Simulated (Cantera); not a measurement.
An adiabatic, constant-volume homogeneous reactor starts with 46.9 % H₂, 11.2 % O₂, 42.0 % N₂, at 1750 K and 0.650 bar.

Computed with Cantera and GRI-Mech 3.0 (53 species, 325 reactions).

One state of this run: T (K) = 2942; P (bar) = 1.02; x H₂ = 0.247; x O₂ = 0.00101; x NO₂ = 9.81e-8; x OH = 0.0179; x NO = 0.00233; x H = 0.0653; x N₂O = 1.00e-7. x: mole fraction; the columns are a selection and need not sum to one.

Which value of t (s) does it belong to?
A. 2.62e-5
B. 0.000366
C. 9.79e-5
D. 0.267

D, 0.267
